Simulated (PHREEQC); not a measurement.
Consider water at 25 °C with 1.2 mol NaCl and 0.12 mol LiCl per kg of water. Closed to the air; pH follows from the charge balance.

Equilibrium calculation in PHREEQC: Pitzer model, pitzer.dat.

This is a speciation only: nothing precipitates in the calculation.

**Question.** Predict the activity of water, density.

**Answer.** activity of water 0.955; density 1.046 g/cm³.
